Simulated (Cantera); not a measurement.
Input (Python, Cantera):

```python
import numpy as np
import cantera as ct

gas = ct.Solution("gri30.yaml")
gas.TPX = 1250, 25000, {'N2O': 1, 'O2': 0.31}
reactor = ct.IdealGasConstPressureReactor(gas, energy="off", clone=False)
net = ct.ReactorNet([reactor])
net.rtol, net.atol = 1e-08, 1e-18
show = ['N2O', 'O2', 'N2', 'NO2', 'NO', 'O']
times = np.geomspace(5e-06, 60, 13)

steps = ct.SolutionArray(gas, extra=["t"])
rows = []
print(f"{'t/s':>10s}{'T/K':>9s}{'P/Pa':>11s}" + "".join(f"{s:>11s}" for s in show))
for t in times:
    while net.time < t:
        t_next = net.step()
        steps.append(gas.state, t=t_next)
    rows.append([np.interp(t, steps.t, y) for y in (steps.T, steps.P, *steps(*show).X.T)])
    print(f"{t:10.3e}{rows[-1][0]:9.1f}{rows[-1][1]:11.4g}" + "".join(f"{x:11.3e}" for x in rows[-1][2:]))
rate = np.gradient(steps.T, steps.t)
print("integrator steps:", len(steps.t))
if steps.T.max() > steps.T[0] + 200:
    print(f"time of steepest temperature rise: {steps.t[rate.argmax()]:.4e} s")
gas.TPX = 1250, 25000, {'N2O': 1, 'O2': 0.31}
gas.equilibrate("TP")
print(f"equilibrium (TP): T = {gas.T:.1f} K  " + "  ".join(f"{s} {gas[s].X[0]:.3e}" for s in show))
```

Output:

```
       t/s      T/K       P/Pa        N2O         O2         N2        NO2         NO          O
 5.000e-06   1250.0    2.5e+04  7.634e-01  2.366e-01  7.769e-07  5.001e-16  1.619e-08  6.565e-07
 1.945e-05   1250.0    2.5e+04  7.634e-01  2.366e-01  3.521e-06  6.618e-14  2.067e-07  1.983e-06
 7.565e-05   1250.0    2.5e+04  7.633e-01  2.366e-01  1.730e-05  4.969e-12  1.844e-06  3.588e-06
 2.943e-04   1250.0    2.5e+04  7.632e-01  2.367e-01  7.617e-05  1.368e-10  9.729e-06  3.804e-06
 1.145e-03   1250.0    2.5e+04  7.629e-01  2.367e-01  3.058e-04  2.359e-09  4.060e-05  3.804e-06
 4.453e-03   1250.0    2.5e+04  7.616e-01  2.370e-01  1.198e-03  3.534e-08  1.605e-04  3.804e-06
 1.732e-02   1250.0    2.5e+04  7.565e-01  2.382e-01  4.648e-03  4.586e-07  6.239e-04  3.802e-06
 6.737e-02   1250.0    2.5e+04  7.371e-01  2.427e-01  1.779e-02  4.145e-06  2.385e-03  3.794e-06
 2.621e-01   1250.0    2.5e+04  6.677e-01  2.587e-01  6.490e-02  2.103e-05  8.676e-03  3.755e-06
 1.019e+00   1250.0    2.5e+04  4.659e-01  3.054e-01  2.019e-01  7.072e-05  2.670e-02  3.590e-06
 3.965e+00   1250.0    2.5e+04  1.458e-01  3.804e-01  4.203e-01  1.492e-04  5.335e-02  2.749e-06
 1.542e+01   1250.0    2.5e+04  7.424e-03  4.150e-01  5.168e-01  2.541e-04  6.048e-02  4.344e-07
 6.000e+01   1250.0    2.5e+04  2.135e-06  4.170e-01  5.223e-01  5.654e-04  6.006e-02  9.010e-08
integrator steps: 1142
equilibrium (TP): T = 1250.0 K  N2O 9.874e-09  O2 4.473e-01  N2 5.523e-01  NO2 3.383e-06  NO 3.467e-04  O 9.319e-08
```

Model: GRI-Mech 3.0 (53 species, 325 reactions), integrated in Cantera. GRI-Mech 3.0 was tuned for natural gas; its chemistry of N2O as a main component is partial and can be far from experiment. The mechanism lacks the step 2 NO + O2 → 2 NO2, which can matter for NO2 below about 1400 K. The temperature is held fixed by assumption; the heat of reaction is taken as removed at once.
